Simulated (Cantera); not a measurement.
A freely propagating, adiabatic, planar premixed flame of 9.92 % CH3OH, 15.5 % O2, 55.8 % N2, 18.8 % H2O, unburnt at 475 K and 1950 Torr; mixture-averaged transport, grid criteria slope 0.08 and curve 0.16, no radiation.

Detailed kinetics in Cantera: GRI-Mech 3.0 (53 species, 325 reactions). GRI-Mech 3.0 was tuned for natural gas; its chemistry of methanol as a main component is partial and can be far from experiment. Burning velocities carry a grid error of a few per cent, more on coarse grids.

x: mole fraction of selected species; z is measured from the peak of heat release.

| z (mm) | T (K) | u (m/s) | x CH3OH | x O2 | x H2O | x HCN | x C2H6 | x C2H2 |
|---|---|---|---|---|---|---|---|---|
| -0.716 | 476 | 0.384 | 0.0990 | 0.154 | 0.188 | <1e-8 | <1e-8 | <1e-8 |
| -0.478 | 479 | 0.387 | 0.0987 | 0.154 | 0.189 | <1e-8 | <1e-8 | <1e-8 |
| -0.358 | 490 | 0.397 | 0.0981 | 0.153 | 0.190 | <1e-8 | <1e-8 | <1e-8 |
| -0.239 | 554 | 0.453 | 0.0945 | 0.147 | 0.200 | <1e-8 | <1e-8 | <1e-8 |
| -0.119 | 861 | 0.720 | 0.0719 | 0.120 | 0.239 | <1e-8 | 2.44e-8 | 1.05e-8 |
| -0.0597 | 1178 | 1.01 | 0.0411 | 0.0895 | 0.277 | 1.02e-8 | 6.09e-8 | ___ |
| 0 | 1549 | 1.35 | 0.00409 | 0.0520 | 0.322 | 2.00e-8 | 9.83e-8 | ___ |
| 0.0597 | 1722 | 1.49 | 5.76e-6 | 0.0307 | 0.340 | 1.79e-8 | <1e-8 | ___ |
| 0.119 | 1812 | 1.56 | 1.12e-8 | 0.0219 | 0.346 | <1e-8 | <1e-8 | <1e-8 |
| 0.239 | 1904 | 1.63 | <1e-8 | 0.0157 | 0.351 | <1e-8 | <1e-8 | <1e-8 |
| 0.478 | 1975 | 1.68 | <1e-8 | 0.0115 | 0.358 | <1e-8 | <1e-8 | <1e-8 |
| 0.955 | 2020 | 1.72 | <1e-8 | 0.00894 | 0.362 | <1e-8 | <1e-8 | <1e-8 |
| 1.91 | 2045 | 1.73 | <1e-8 | 0.00748 | 0.365 | <1e-8 | <1e-8 | <1e-8 |

**Question.** Fill in the missing entries.

**Answer.** 
- -0.0597, x C2H2: 2.38e-8
- 0, x C2H2: 4.61e-8
- 0.0597, x C2H2: 1.43e-8
